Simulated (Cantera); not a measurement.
Transport properties of process gases

Gas mixture: O2 : CO2 : N2 = 0.74 : 0.46 : 0.86 (molar parts), at 27.0 Torr, frozen composition.

Cantera's kinetic-theory transport with the Lennard-Jones parameters of GRI-Mech 3.0, ideal gas; thermal conductivity in the mixture-averaged form.

```tsv
T (K)	ρ (kg/m³)	cp (J/kg/K)	μ (µPa s)	λ (mW/m/K)	Pr	D (cm²/s) CO2	D (cm²/s) H2O	D (cm²/s) H
400	0.0357	977.6	22.7	31.3	0.710	7.47	10.3	55.5
550	0.0260	1033	28.8	41.8	0.711	13.1	18.8	97.0
700	0.0204	1082	34.2	51.9	0.713	19.9	29.4	147
850	0.0168	1126	39.1	61.4	0.716	27.8	41.7	204
1000	0.0143	1161	43.6	70.5	0.719	36.6	55.6	268
1150	0.0124	1187	47.9	79.1	0.718	46.3	70.9	339
1300	0.0110	1209	51.9	87.4	0.718	56.8	87.7	416
1450	0.00986	1228	55.8	95.4	0.718	68.2	106	500
```
D: mixture-averaged diffusion coefficient of that species in the mixture.
